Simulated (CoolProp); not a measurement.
Vapour-liquid equilibrium of R134a (1) + R152A (2) at 1.74 MPa; x and y are mole fractions of (1).

Model: multi-fluid Helmholtz-energy mixture model, Tillner-Roth 1994 and Outcalt 1996; pair parameters Lemmon 2004, in CoolProp.

| x | bubble temperature, mixture model (K) | bubble temperature, Raoult's law (K) | y, mixture model | y, Raoult's law |
|---|---|---|---|---|
| 0.05 | 339.4 | 339.3 | 0.052 | 0.056 |
| 0.15 | 339.1 | 338.8 | 0.156 | 0.165 |
| 0.25 | 338.7 | 338.2 | 0.261 | 0.272 |
| 0.35 | 338.3 | 337.7 | 0.365 | 0.376 |
| 0.45 | 337.9 | 337.2 | 0.467 | 0.478 |
| 0.55 | 337.3 | 336.7 | 0.569 | 0.578 |
| 0.65 | 336.8 | 336.2 | 0.669 | 0.676 |
| 0.75 | 336.2 | 335.8 | 0.767 | 0.771 |
| 0.85 | 335.6 | 335.3 | 0.862 | 0.864 |
| 0.95 | 334.9 | 334.8 | 0.955 | 0.955 |

The largest gap from Raoult's law is +0.7 K in bubble temperature, at x = 0.45. No azeotrope shows between x = 0.05 and 0.95.

The pair parameters rest on a limited set of measurements; away from them the model extrapolates.
